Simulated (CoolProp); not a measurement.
Computed with CoolProp (reference Helmholtz-energy equation of state, Platzer 1990). This equation is an older, rougher fit.

Question: For c-C4F8 (RC318), give the phase and the Z, cv (kJ/(kg K)), speed of sound (m/s), Joule-Thomson coefficient (K/MPa) at 160.95 °C and 648 kPa.

Answer: 
- 160.95 °C and 648 kPa: gas; Z 0.947, cv 0.931, speed of sound 131, Joule-Thomson coefficient 5.83
